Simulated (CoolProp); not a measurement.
Properties of normal hydrogen along the isobar 74.1 bar (Tc = 33.1 K, pc = 12.96 bar, ω = -0.219).

Values from CoolProp's reference Helmholtz-energy equation of state, Leachman 2009.

```json
[
 {"T (K)": "30.9", "phase": "liquid", "isothermal compressibility (1/MPa)": "0.01791", "expansivity (1/kK)": "14.36", "viscosity (µPa s)": "11.1", "Prandtl number": "1.09"},
 {"T (K)": "40.9", "phase": "supercritical", "isothermal compressibility (1/MPa)": "0.04004", "expansivity (1/kK)": "22.31", "viscosity (µPa s)": "7.54", "Prandtl number": "1.07"},
 {"T (K)": "50.9", "phase": "supercritical", "isothermal compressibility (1/MPa)": "0.08317", "expansivity (1/kK)": "28.58", "viscosity (µPa s)": "5.60", "Prandtl number": "1.07"},
 {"T (K)": "60.9", "phase": "supercritical", "isothermal compressibility (1/MPa)": "0.1133", "expansivity (1/kK)": "25.16", "viscosity (µPa s)": "4.76", "Prandtl number": "0.954"},
 {"T (K)": "70.9", "phase": "supercritical", "isothermal compressibility (1/MPa)": "0.1225", "expansivity (1/kK)": "19.67", "viscosity (µPa s)": "4.53", "Prandtl number": "0.849"},
 {"T (K)": "80.9", "phase": "supercritical", "isothermal compressibility (1/MPa)": "0.1248", "expansivity (1/kK)": "15.75", "viscosity (µPa s)": "4.53", "Prandtl number": "0.786"},
 {"T (K)": "90.8", "phase": "supercritical", "isothermal compressibility (1/MPa)": "0.1255", "expansivity (1/kK)": "13.13", "viscosity (µPa s)": "4.64", "Prandtl number": "0.751"},
 {"T (K)": "100.8", "phase": "supercritical", "isothermal compressibility (1/MPa)": "0.1257", "expansivity (1/kK)": "11.27", "viscosity (µPa s)": "4.81", "Prandtl number": "0.729"},
 {"T (K)": "110.8", "phase": "supercritical", "isothermal compressibility (1/MPa)": "0.1259", "expansivity (1/kK)": "9.890", "viscosity (µPa s)": "5.00", "Prandtl number": "0.716"},
 {"T (K)": "120.8", "phase": "supercritical", "isothermal compressibility (1/MPa)": "0.1260", "expansivity (1/kK)": "8.834", "viscosity (µPa s)": "5.20", "Prandtl number": "0.707"},
 {"T (K)": "130.8", "phase": "supercritical", "isothermal compressibility (1/MPa)": "0.1262", "expansivity (1/kK)": "7.996", "viscosity (µPa s)": "5.41", "Prandtl number": "0.701"},
 {"T (K)": "140.8", "phase": "supercritical", "isothermal compressibility (1/MPa)": "0.1263", "expansivity (1/kK)": "7.315", "viscosity (µPa s)": "5.63", "Prandtl number": "0.696"},
 {"T (K)": "150.8", "phase": "supercritical", "isothermal compressibility (1/MPa)": "0.1265", "expansivity (1/kK)": "6.748", "viscosity (µPa s)": "5.85", "Prandtl number": "0.692"}
]
```

Viscosity comes from a separate model (Muzny 2013). Thermal conductivity comes from a separate model (Assael 2011).
